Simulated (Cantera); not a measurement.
Cantera run, input and output.

```python
import numpy as np
import cantera as ct

gas = ct.Solution("gri30.yaml")


def delay(T, t_max=10):
    gas.TPX = T, 500000, {'CH4': 1, 'C2H6': 0.082, 'C3H8': 1.1, 'O2': 11.5, 'N2': 77.9, 'H2': 5.8}
    reactor = ct.IdealGasReactor(gas, clone=False)
    net = ct.ReactorNet([reactor])
    net.rtol, net.atol = 1e-8, 1e-16
    while net.time < t_max:
        t_old, T_old = net.time, reactor.T
        net.step()
        if reactor.T > T + 400:  # ignition: a rise of 400 K
            return t_old + (T + 400 - T_old) / (reactor.T - T_old) * (net.time - t_old)
    return np.nan


taus = []
for T in [1300, 1400, 1500, 1600, 1700, 1800, 1900, 2000, 2100, 2200]:
    taus.append(delay(T))
    print(f"T0 = {T:6g} K   tau = {taus[-1]:.4e} s")
```

Result:

```
T0 =   1300 K   tau = 1.1047e-04 s
T0 =   1400 K   tau = 4.3953e-05 s
T0 =   1500 K   tau = 1.9226e-05 s
T0 =   1600 K   tau = 9.4868e-06 s
T0 =   1700 K   tau = 5.3131e-06 s
T0 =   1800 K   tau = 3.3339e-06 s
T0 =   1900 K   tau = 2.2971e-06 s
T0 =   2000 K   tau = 1.7035e-06 s
T0 =   2100 K   tau = 1.3367e-06 s
T0 =   2200 K   tau = 1.0945e-06 s
```

Model: GRI-Mech 3.0 (53 species, 325 reactions), integrated in Cantera. GRI-Mech 3.0 was tuned for natural gas; its chemistry of propane as a main component is partial and can be far from experiment. Where the delays flatten at high temperature, the 400 K rule measures the pace of heat release, not the induction time.
